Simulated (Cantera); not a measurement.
Input: 1 mol TEOS, 2.4 mol N2O, 0.3 mol H2, held at 973 K and 0.000120 bar.

These are equilibrium values from Cantera (NASA tables, ideal gas, pure condensed phases), not measurements of a reactor. Candidate condensed phases: C, C6H6, C7H8, C8H18, H2O, Si, SiC, SiO2, Si2N2O, Si3N4; 151 gas species. The feed counts by its element totals alone. Rates play no part.

Base state: H2 0.602, CO 0.257, N2 0.140, H2O 1.16e-5 (mole fractions); condensed: C(graphite) + SiO2(β-quartz).

Problem. What changes in the equilibrium state with this change: TEOS replaced by SiF4?

Solution. 
```tsv
species	before	after
N2	0.140	0.490
O2	<1e-9	0.214
SiF4	0	0.174
H2	0.602	<1e-9
CO	0.257	0
HF	0	0.121
NO	<1e-9	1.84e-5
H2O	1.16e-5	0.000977
C(graphite), mol	3.60	0
SiO2(β-quartz), mol	1.00	0.148
```
